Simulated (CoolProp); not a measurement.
Vapour-liquid equilibrium of ethanol (1) + n-octane (2) at 356.6 K; x and y are mole fractions of (1).

Model: multi-fluid Helmholtz-energy mixture model, Schroeder 2014 and Beckmüller 2019; pair parameters Bell 2016, in CoolProp.

```
x     bubble pressure, mixture model (MPa)  bubble pressure, Raoult's law (MPa)  y, mixture model  y, Raoult's law
----  ------------------------------------  -----------------------------------  ----------------  ---------------
0.05                               0.06335                              0.03134             0.591            0.196
0.2                                 0.1098                              0.04584             0.778            0.537
0.35                                0.1191                              0.06034             0.802            0.714
0.5                                 0.1205                              0.07484             0.806            0.823
0.65                                0.1219                              0.08933             0.814            0.896
0.8                                 0.1245                               0.1038             0.846            0.949
0.95                                0.1249                               0.1183             0.941            0.989
```

The largest gap from Raoult's law is +139.5 % in bubble pressure, at x = 0.2. y crosses x between x = 0.8 and 0.95: the model has an azeotrope there.

The pair parameters rest on a limited set of measurements; away from them the model extrapolates. With so large a gap from Raoult's law the liquid may split in two, which this calculation doesn't test in full.
